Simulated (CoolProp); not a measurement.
Model: reference Helmholtz-energy equation of state, Platzer 1990, in CoolProp. This equation is an older, rougher fit; its heat capacities, sound speeds and derivatives of the liquid may be far off and weren't checked against measurements.

### Question
Give the vapour pressure (MPa), vapour density (kg/m³), liquid conductivity (mW/(m K)) of saturated c-C4F8 (RC318) at 287.2 K.

### Answer
```csv
T (K),p (MPa),vapour density (kg/m³),liquid conductivity (mW/(m K))
287.2,0.217,19.7,68.0
```

Thermal conductivity comes from a separate model (Huber 2003), an estimate that may be off by 10 % or more.
